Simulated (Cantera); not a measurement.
A perfectly stirred reactor is fed with C2H6 : N2 = 1 : 31 (molar parts), at 420 Pa; it is held at 1250 K, and followed from long to short residence time.

Model: GRI-Mech 3.0 (53 species, 325 reactions), integrated in Cantera. GRI-Mech 3.0 stops at C3 and has no aromatics, soot or wall deposition, so with more carbon than oxygen in the feed, carbon stays in small species such as C2H2 where larger ones or solid carbon would form. Radical loss at walls, strong at low pressure, is not modelled.

What does this change do: temperature 1250 to 1475 K?


| quantity | before | after |
|---|---|---|
| x(C2H6) at τ = 8.60 s | 0.000896 | 5.09e-5 |
| x(C2H) at τ = 8.60 s | 3.04e-9 | 1.49e-7 |
| x(CH2) at τ = 8.60 s | 2.64e-8 | 6.33e-7 |
| x(H2) at τ = 8.60 s | 0.0396 | 0.0523 |
| x(C2H4) at τ = 8.60 s | 0.00499 | 0.000281 |
| x(C2H6) at τ = 20.0 ms | 0.0303 | 0.0118 |
| x(C2H) at τ = 20.0 ms | 8.36e-12 | 6.88e-8 |
| x(CH2) at τ = 20.0 ms | 3.62e-8 | 5.80e-6 |
| x(H2) at τ = 20.0 ms | 0.000678 | 0.0152 |
| x(C2H4) at τ = 20.0 ms | 0.000713 | 0.0109 |

What does this change do: pressure from 420 Pa to 17.0 Pa?


| quantity | before | after |
|---|---|---|
| x(C2H6) at τ = 8.60 s | 0.000896 | 0.00814 |
| x(C2H) at τ = 8.60 s | 3.04e-9 | 3.24e-9 |
| x(CH2) at τ = 8.60 s | 2.64e-8 | 3.60e-7 |
| x(H2) at τ = 8.60 s | 0.0396 | 0.0187 |
| x(C2H4) at τ = 8.60 s | 0.00499 | 0.0125 |
| x(C2H6) at τ = 20.0 ms | 0.0303 | 0.0312 |
| x(C2H) at τ = 20.0 ms | 8.36e-12 | <1e-12 |
| x(CH2) at τ = 20.0 ms | 3.62e-8 | 8.46e-11 |
| x(H2) at τ = 20.0 ms | 0.000678 | 2.92e-7 |
| x(C2H4) at τ = 20.0 ms | 0.000713 | 3.57e-7 |

What does this change do: temperature 1250 to 1775 K?


| quantity | before | after |
|---|---|---|
| x(C2H6) at τ = 8.60 s | 0.000896 | 3.15e-6 |
| x(C2H) at τ = 8.60 s | 3.04e-9 | 3.22e-6 |
| x(CH2) at τ = 8.60 s | 2.64e-8 | 3.50e-6 |
| x(H2) at τ = 8.60 s | 0.0396 | 0.0569 |
| x(C2H4) at τ = 8.60 s | 0.00499 | 2.07e-5 |
| x(C2H6) at τ = 20.0 ms | 0.0303 | 0.00108 |
| x(C2H) at τ = 20.0 ms | 8.36e-12 | 4.76e-6 |
| x(CH2) at τ = 20.0 ms | 3.62e-8 | 4.71e-5 |
| x(H2) at τ = 20.0 ms | 0.000678 | 0.0376 |
| x(C2H4) at τ = 20.0 ms | 0.000713 | 0.00384 |
